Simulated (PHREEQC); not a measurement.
Dissolve 0.0021 mol Na2HAsO4, 0.0062 mol HCl and 0.052 mol NaCl per kg of water at 53 °C. Closed to the air; pH follows from the charge balance.

All values are PHREEQC results (ion-association model, wateq4f.dat), not measurements.

This is a speciation only: nothing precipitates in the calculation.

Question: What pH does the model give?

Answer: pH 2.55.

Question: In which forms is As present?

Answer: H2AsO4- 64 %, H3AsO4 36 % of the As.

Constants without temperature data keep their 25 °C values here.
